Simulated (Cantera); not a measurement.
An adiabatic, constant-volume homogeneous reactor starts with CH4 : H2 : O2 : N2 = 1 : 0.16 : 1.09 : 4.12 (molar parts), equivalence ratio 1.9, at 1600 K and 825 Torr.

Computed with Cantera and GRI-Mech 3.0 (53 species, 325 reactions).

Problem. Predict: time of steepest temperature rise; temperature at 1.00 s; equilibrium temperature; x(H2) at 1.00 s; x(O2) at 1.00 s; x(NO) at 1.00 s; x(CH2O) at 1.00 s.

Solution. 
| Quantity | Value |
|---|---|
| time of steepest temperature rise | 0.304 ms |
| temperature at 1.00 s | 2847 K |
| equilibrium temperature | 2847 K |
| x(H2) at 1.00 s | 0.142 (gas-phase equilibrium 0.142) |
| x(O2) at 1.00 s | 0.000271 (gas-phase equilibrium 0.000271) |
| x(NO) at 1.00 s | 0.00119 (gas-phase equilibrium 0.00119) |
| x(CH2O) at 1.00 s | 1.55e-8 (gas-phase equilibrium 1.55e-8) |
